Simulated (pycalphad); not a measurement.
Source of the numbers: pycalphad with the COST 507 light-alloy database (1999); pressure 1 atm. These are 1990s assessments: newer ones move some temperatures and phases. Amounts are mole fractions of atoms. Diffusion is slow at the low end, where real alloys seldom reach equilibrium.

Problem. Give the equilibrium state of Ti-0.07C (at.%) at 500 K.

Solution. HCP_A3, fraction 0.998, with 0.01 C at.%; FCC_A1, fraction 0.002, with 36.9 C at.%.

FCC_A1 is fcc; HCP_A3 is hcp. The fcc model also describes the rock-salt carbide or nitride (TiC, TiN, HfC).
